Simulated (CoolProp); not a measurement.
A single-stage vapour-compression cycle with n-butane: evaporating at 239.15 K (dew point), condensing at 293.15 K (bubble point), superheat 0 K, subcooling 5 K, compressor efficiency 0.7, no pressure losses. Each further row changes one setting.

Computed with CoolProp (reference Helmholtz-energy equation of state, Bücker 2006).

```json
[
 {"case": "as stated", "cooling COP": "2.61", "pressure ratio": "9.00", "discharge temperature (K)": "315.0", "refrigerating effect (kJ/kg)": "302", "volumetric capacity (kJ/m³)": "207"},
 {"case": "evaporating temperature 244.15 K", "cooling COP": "3.00", "pressure ratio": "7.01", "discharge temperature (K)": "311.9", "refrigerating effect (kJ/kg)": "309", "volumetric capacity (kJ/m³)": "267"},
 {"case": "condensing temperature 288.15 K", "cooling COP": "2.95", "pressure ratio": "7.64", "discharge temperature (K)": "309.2", "refrigerating effect (kJ/kg)": "314", "volumetric capacity (kJ/m³)": "215"},
 {"case": "subcooling 10 K", "cooling COP": "2.71", "pressure ratio": "9.00", "discharge temperature (K)": "315.0", "refrigerating effect (kJ/kg)": "314", "volumetric capacity (kJ/m³)": "215"},
 {"case": "superheat 10 K", "cooling COP": "2.63", "pressure ratio": "9.00", "discharge temperature (K)": "325.7", "refrigerating effect (kJ/kg)": "317", "volumetric capacity (kJ/m³)": "208"},
 {"case": "compressor efficiency 0.6", "cooling COP": "2.24", "pressure ratio": "9.00", "discharge temperature (K)": "325.4", "refrigerating effect (kJ/kg)": "302", "volumetric capacity (kJ/m³)": "207"}
]
```
